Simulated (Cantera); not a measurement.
An isothermal, constant-pressure homogeneous reactor starts with 14.4 % H2, 16.2 % O2, 69.5 % N2, equivalence ratio 0.45, at 898 K and 195 Torr.

Model: the H2/O2 subset of GRI-Mech 3.0, which has no nitrogen chemistry, integrated in Cantera. Below about 950 K walls govern HO2 and H2O2 in real vessels. The temperature is held fixed by assumption; the heat of reaction is taken as removed at once.

One state of this run: x H2 = 3.80e-6; x O2 = 0.0966; x HO2 = 5.82e-8; x H2O = 0.155; x O = 3.21e-11; x H2O2 = 2.64e-9; x OH = 4.71e-9. x: mole fraction; the columns are a selection and need not sum to one.

Which value of t (s) does it belong to?
A) 0.120
B) 0.0224
C) 100
D) 3.47

C, 100
